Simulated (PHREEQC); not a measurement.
Acid rinse or clean: speciation

Solution (25 °C): 110 mmol/kgw HCl and 11 mmol/kgw ZnSO4. Closed to the air; pH follows from the charge balance.

The numbers come from PHREEQC with the ion-association model, phreeqc.dat.

Each row changes one thing in this solution. This is a speciation only: nothing precipitates in the calculation.

```
case                            pH  ionic strength (mol/kgw)
----------------------------  ----  ------------------------
as made                       1.08                     0.133
0.052 mol/kgw KOH added       1.38                     0.135
temperature from 25 to 85 °C  1.10                     0.123
ZnSO4 left out                1.04                     0.110
temperature from 25 to 90 °C  1.10                     0.122
```

Away from 25 °C the constants follow the database's enthalpies or fits; those with neither stay at their 25 °C values.
